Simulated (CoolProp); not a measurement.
Vapour-liquid equilibrium of isobutane (1) + isobutene (2) at 0.292 MPa; x and y are mole fractions of (1).

The numbers come from the multi-fluid Helmholtz-energy mixture model, Bücker 2006 and Lemmon 2005; pair parameters Bell 2016 in CoolProp.

```csv
x,"bubble temperature, mixture model (°C)","bubble temperature, Raoult's law (°C)","y, mixture model","y, Raoult's law"
0.05,23.2,23.3,0.059,0.057
0.125,22.7,23.0,0.145,0.141
0.2,22.2,22.6,0.227,0.224
0.275,21.8,22.2,0.307,0.304
0.35,21.4,21.9,0.384,0.383
0.425,21.0,21.5,0.459,0.460
0.5,20.7,21.2,0.532,0.536
0.575,20.3,20.8,0.604,0.610
0.65,20.0,20.5,0.675,0.682
0.725,19.8,20.1,0.746,0.753
0.8,19.5,19.8,0.815,0.822
0.875,19.2,19.4,0.885,0.890
0.95,19.0,19.1,0.954,0.957
```

The largest gap from Raoult's law is -0.5 K in bubble temperature, at x = 0.425. No azeotrope shows between x = 0.05 and 0.95.

Pair parameters are fitted to limited data, so mixtures are less certain than the pure fluids.
